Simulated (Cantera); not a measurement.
# Ignition delay

Mixture: 2.97 % CO, 7.17 % H2, 2.64 % CH4, 16.4 % O2, 61.8 % N2, 9.06 % H2O, equivalence ratio 0.63, at 4.93 atm, adiabatic and at constant volume. Ignition delay is the time to a rise of 400 K.

Model: GRI-Mech 3.0 (53 species, 325 reactions), integrated in Cantera.

```
T0 (K)  delay (ms)
------  ----------
1275        0.0674
1350        0.0312
1425        0.0175
1500        0.0111
1575       0.00766
1650       0.00560
```

- apparent activation energy between 1500 and 1650 K = 94 kJ/mol
